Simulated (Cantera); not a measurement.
A Cantera script and what it prints.

```python
import numpy as np
import cantera as ct

gas_names = """
    B BCL BCL2 BCL3 BH BH2 BH3 BN B2 CL CL2 H HCL H2 N NH NH2 NH3 N2 N2H2 N2H4
""".split()
cond_names = """
    B(b) B(L) BN(s) NH4CL(a) NH4CL(b)
""".split()


# ... load() reads the species with a 1 bar reference pressure and builds the phases ...
atoms = {
    'BN': {'B': 1, 'N': 1},
    'HCl': {'H': 1, 'CL': 1},
    'N2': {'N': 2},
}
top_T = {'BN(s)': 3200}  # K; cautious upper limits of use, not melting points


# ... equilibrate(T, P, feed) seeds the gas with the atoms and calls Mixture.equilibrate('TP', solver="vcs", rtol=1e-11, max_steps=5000) ...
results = []
feed = {'BN': 1, 'HCl': 17, 'N2': 22}  # mol
P = 3700  # Pa
for T in [875, 975, 1075, 1175, 1275, 1375, 1475, 1575, 1675]:
    mix = equilibrate(T, P, feed)
    results.append((T, P, feed, dict(zip(mix.species_names, mix.species_moles))))

top = {s: max(r[3][s] / sum(r[3][g] for g in gas_names) for r in results) for s in gas_names}
cols = sorted((s for s in top if top[s] > 1e-05), key=lambda s: -top[s])[:8]
seen = [c for c in cond_names if any(r[3].get(c, 0) > 1e-12 for r in results)]
print("log10 of partial pressures in bar; condensed amounts in mol")
print(f"{'T/K':>10s}" + "".join(f"{s[:9]:>10s}" for s in cols + seen))
for T, P, feed, n in results:
    ng = sum(n[g] for g in gas_names)
    print(f"{T:10.4g}" + "".join(f"{np.log10(max(n[s] / ng * P / 1e5, 1e-99)):10.3f}" for s in cols)
          + "".join(f"{n.get(c, 0):10.4g}" for c in seen))
```

Output:

```
log10 of partial pressures in bar; condensed amounts in mol
       T/K        N2       HCL        H2      BCL3        CL      BCL2         H       BCL     BN(s)
       875    -1.680    -1.794    -4.488    -4.664    -9.855   -13.551   -12.544   -18.500    0.9771
       975    -1.680    -1.796    -4.170    -4.346    -8.679   -11.676   -11.026   -15.690    0.9524
      1075    -1.680    -1.799    -3.912    -4.088    -7.721   -10.153    -9.789   -13.408    0.9139
      1175    -1.679    -1.803    -3.700    -3.876    -6.924    -8.894    -8.761   -11.518    0.8598
      1275    -1.678    -1.809    -3.523    -3.700    -6.251    -7.836    -7.894    -9.929    0.7896
      1375    -1.678    -1.816    -3.375    -3.553    -5.675    -6.936    -7.153    -8.576    0.7045
      1475    -1.677    -1.824    -3.250    -3.429    -5.178    -6.162    -6.512    -7.409    0.6064
      1575    -1.676    -1.833    -3.142    -3.325    -4.744    -5.491    -5.952    -6.395    0.4975
      1675    -1.675    -1.844    -3.048    -3.241    -4.363    -4.906    -5.459    -5.506    0.3777
```

Method: chemical equilibrium by Gibbs-energy minimisation in Cantera with the NASA 1993 tables (ideal gas, pure condensed phases). The tables' values for BCl2, BCl are old estimates; treat these amounts as uncertain. Gases not in the tables: BHCl2.
